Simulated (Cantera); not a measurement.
An isothermal, constant-pressure homogeneous reactor starts with CH4 : H2O = 1 : 0.32 (molar parts), at 1550 K and 13300 Pa.

Model: GRI-Mech 3.0 (53 species, 325 reactions), integrated in Cantera. GRI-Mech 3.0 stops at C3 and has no aromatics, soot or wall deposition, so with more carbon than oxygen in the feed, carbon stays in small species such as C2H2 where larger ones or solid carbon would form.

Question: Predict: x(CH4) at 80.0 s; x(H2O) at 80.0 s; x(CH2O) at 80.0 s; x(C2H6) at 80.0 s; x(CH3) at 80.0 s.

Answer: 
```
Quantity                                            Result
-----------------  ---------------------------------------
x(CH4) at 80.0 s     0.0155 (gas-phase equilibrium 0.0148)
x(H2O) at 80.0 s   0.00249 (gas-phase equilibrium 1.43e-7)
x(CH2O) at 80.0 s  5.64e-9 (gas-phase equilibrium 5.27e-9)
x(C2H6) at 80.0 s  1.28e-6 (gas-phase equilibrium 1.22e-6)
x(CH3) at 80.0 s   3.17e-5 (gas-phase equilibrium 3.04e-5)
```
